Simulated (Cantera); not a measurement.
A freely propagating, adiabatic, planar premixed flame of CH₄ : CO : O₂ : N₂ = 1 : 0.055 : 1.56 : 7.02 (molar parts), unburnt at 350 K and 10.0 bar; mixture-averaged transport, grid criteria slope 0.08 and curve 0.16, no radiation.

Computed with Cantera and GRI-Mech 3.0 (53 species, 325 reactions). Burning velocities carry a grid error of a few per cent, more on coarse grids.

Q: What does this change do: 0.26 parts H2O added?

A: 
```tsv
quantity	before	after
laminar burning velocity	6.04 cm/s	5.38 cm/s
thermal thickness	0.261 mm	0.291 mm
peak x(C₂H₂)	0.00162	0.00169
peak x(H₂O₂)	6.53e-5	6.96e-5
```
